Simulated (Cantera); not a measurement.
## Stirred combustor or abatement burner

A perfectly stirred reactor is fed with 11.1 % CH4, 2.45 % C2H6, 18.2 % O2, 68.3 % N2, at 743 Torr; it is adiabatic with a 625 K inlet, and is followed from long to short residence time, starting on the burning branch (τ in s: 0.023, 0.013, 0.0072, 0.0041, 0.0023, 0.0013, 0.00075, 0.00043, 0.00024, 0.00014, 7.8e-05).

Cantera simulation using GRI-Mech 3.0 (53 species, 325 reactions); the numbers are that mechanism's predictions, not measurements.

```tsv
τ (s)	T (K)	x CH4	x C2H6	x O2	x NO	x CO	x C2H
0.023	2018	0.00212	2.88e-6	0.000467	7.49e-5	0.103	3.72e-7
0.013	2017	0.00255	4.94e-6	0.000734	6.80e-5	0.101	5.67e-7
0.0072	2014	0.00300	8.53e-6	0.00116	5.94e-5	0.0997	8.29e-7
0.0041	2008	0.00348	1.44e-5	0.00179	5.02e-5	0.0981	1.13e-6
0.0023	1998	0.00408	2.49e-5	0.00280	4.03e-5	0.0966	1.48e-6
0.0013	1982	0.00491	4.45e-5	0.00445	3.00e-5	0.0952	1.81e-6
0.00075	1953	0.00625	8.51e-5	0.00730	1.97e-5	0.0938	2.00e-6
0.00043	1888	0.00958	0.000221	0.0143	7.97e-6	0.0914	1.69e-6
0.00024	625	0.111	0.0245	0.182	<1e-12	<1e-12	<1e-12
0.00014	625	0.111	0.0245	0.182	<1e-12	<1e-12	<1e-12
7.8e-5	625	0.111	0.0245	0.182	<1e-12	<1e-12	<1e-12
```
x: mole fraction; the columns are a selection and need not sum to one.
